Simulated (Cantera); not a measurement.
Input (Python, Cantera):

```python
import numpy as np
import cantera as ct

gas = ct.Solution("gri30.yaml")
gas.TPX = 950, 160000, {'CH4': 1, 'C2H6': 0.11, 'O2': 6.81, 'N2': 25.6, 'CO2': 9.2}
reactor = ct.IdealGasConstPressureReactor(gas, energy="on", clone=False)
net = ct.ReactorNet([reactor])
net.rtol, net.atol = 1e-08, 1e-16
show = ['CH4', 'C2H6', 'O2', 'HCN', 'H', 'H2']
times = np.geomspace(9e-06, 0.4, 11)

steps = ct.SolutionArray(gas, extra=["t"])
rows = []
print(f"{'t/s':>10s}{'T/K':>9s}{'P/Pa':>11s}" + "".join(f"{s:>11s}" for s in show))
for t in times:
    while net.time < t:
        t_next = net.step()
        steps.append(gas.state, t=t_next)
    rows.append([np.interp(t, steps.t, y) for y in (steps.T, steps.P, *steps(*show).X.T)])
    print(f"{t:10.3e}{rows[-1][0]:9.1f}{rows[-1][1]:11.4g}" + "".join(f"{x:11.3e}" for x in rows[-1][2:]))
rate = np.gradient(steps.T, steps.t)
print("integrator steps:", len(steps.t))
if steps.T.max() > steps.T[0] + 200:
    print(f"time of steepest temperature rise: {steps.t[rate.argmax()]:.4e} s")
gas.TPX = 950, 160000, {'CH4': 1, 'C2H6': 0.11, 'O2': 6.81, 'N2': 25.6, 'CO2': 9.2}
gas.equilibrate("HP")
print(f"equilibrium (HP): T = {gas.T:.1f} K  " + "  ".join(f"{s} {gas[s].X[0]:.3e}" for s in show))
```

It prints:

```
       t/s      T/K       P/Pa        CH4       C2H6         O2        HCN          H         H2
 9.000e-06    950.0    1.6e+05  2.341e-02  2.575e-03  1.594e-01  1.512e-33  6.504e-16  5.069e-16
 2.624e-05    950.0    1.6e+05  2.341e-02  2.575e-03  1.594e-01  1.266e-32  1.003e-15  2.182e-15
 7.653e-05    950.0    1.6e+05  2.341e-02  2.575e-03  1.594e-01  1.081e-31  2.046e-15  1.129e-14
 2.231e-04    950.0    1.6e+05  2.341e-02  2.575e-03  1.594e-01  9.018e-31  5.046e-15  7.260e-14
 6.507e-04    950.0    1.6e+05  2.341e-02  2.575e-03  1.594e-01  7.458e-30  1.351e-14  5.419e-13
 1.897e-03    950.0    1.6e+05  2.341e-02  2.575e-03  1.594e-01  5.873e-29  3.644e-14  4.241e-12
 5.533e-03    950.0    1.6e+05  2.341e-02  2.575e-03  1.594e-01  4.058e-28  9.698e-14  3.289e-11
 1.613e-02    950.0    1.6e+05  2.341e-02  2.575e-03  1.594e-01  2.276e-27  2.888e-13  2.672e-10
 4.704e-02    950.0    1.6e+05  2.341e-02  2.575e-03  1.594e-01  1.438e-26  1.759e-12  3.376e-09
 1.372e-01    950.0    1.6e+05  2.341e-02  2.572e-03  1.594e-01  2.537e-24  7.901e-11  2.357e-07
 4.000e-01   1508.8    1.6e+05 -3.373e-18  8.445e-29  1.034e-01  1.893e-15  2.401e-08  5.997e-07
integrator steps: 1960
time of steepest temperature rise: 3.8671e-01 s
equilibrium (HP): T = 1507.2 K  CH4 1.358e-29  C2H6 2.292e-54  O2 1.030e-01  HCN 2.798e-20  H 8.096e-09  H2 2.810e-07
```

Model: GRI-Mech 3.0 (53 species, 325 reactions), integrated in Cantera. Below about 1000 K GRI-Mech 3.0 lacks low-temperature oxidation paths.
